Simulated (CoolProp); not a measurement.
Saturation properties of R125 (Tc = 339.2 K, pc = 3.618 MPa, ω = 0.305).

Computed with CoolProp (reference Helmholtz-energy equation of state, Lemmon 2005).

```csv
T (K),p (MPa),surface tension (mN/m),liquid viscosity (µPa s),vapour viscosity (µPa s)
206.6,0.03717,16.4,559,8.92
210.5,0.04675,15.8,522,9.09
214.4,0.05822,15.2,489,9.25
218.3,0.07183,14.7,458,9.42
222.2,0.08786,14.1,430,9.59
226.1,0.1066,13.5,404,9.76
230.1,0.1289,12.9,380,9.93
234,0.1541,12.3,358,10.1
237.9,0.1829,11.8,338,10.3
241.8,0.2157,11.2,319,10.4
245.7,0.2529,10.7,301,10.6
249.6,0.2948,10.1,285,10.8
253.5,0.3418,9.57,269,10.9
257.4,0.3943,9.04,255,11.1
```

It boils at 225.1 K under 1 atm.

Viscosity comes from a separate model (Huber 2006). Surface tension comes from a separate correlation (Mulero 2012).
